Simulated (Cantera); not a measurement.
A freely propagating, adiabatic, planar premixed flame of CH4 : H2 : O2 : N2 = 1 : 0.25 : 1.6 : 8.24 (molar parts), unburnt at 325 K and 4.00 bar; mixture-averaged transport, grid criteria slope 0.08 and curve 0.16, no radiation.

Model: GRI-Mech 3.0 (53 species, 325 reactions), integrated in Cantera. Burning velocities carry a grid error of a few per cent, more on coarse grids.

**Question.** Predict: laminar burning velocity; thermal thickness; peak x(C2H2); peak x(C2H4); peak x(O).

**Answer.** 
| Item | Result |
|---|---|
| laminar burning velocity | 4.72 cm/s |
| thermal thickness | 0.750 mm |
| peak x(C2H2) | 0.00148 |
| peak x(C2H4) | 0.00130 |
| peak x(O) | 8.81e-6 |
